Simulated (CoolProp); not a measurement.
The fluid at 301.84 K and 6.8 MPa expands adiabatically to 1.54 MPa with isentropic efficiency 0.9. The same conditions are run with several fluids, on thermodynamics alone (safety and materials aside).

Model: reference Helmholtz-energy equation of state of each fluid (C2F6 (R116): Lemmon 2006; methane: Setzmann 1991; dry air: Lemmon 2000; oxygen: Schmidt 1985; ethylene: Smukala 2000), in CoolProp. Blends and air are pseudo-pure fits.

| fluid | work (kJ/kg) | final temperature (K) | final phase | final density (kg/m³) |
|---|---|---|---|---|
| C2F6 (R116) | 6.21 | ___ | two-phase, vapour fraction 0.484 | 258 |
| methane | 155 | 212.0 | gas | 15.3 |
| dry air | 91.1 | 204.2 | gas | 27.2 |
| oxygen | 81.0 | 204.0 | gas | 30.4 |
| ethylene | ___ | 235.1 | two-phase, vapour fraction 0.726 | ___ |

Q: Some entries are withheld; supply them.

A: 
- C2F6 (R116), final temperature (K): 266.5
- ethylene, work (kJ/kg): 50.8
- ethylene, final density (kg/m³): 38.3

Above 300 K oxygen's equation is extrapolated.
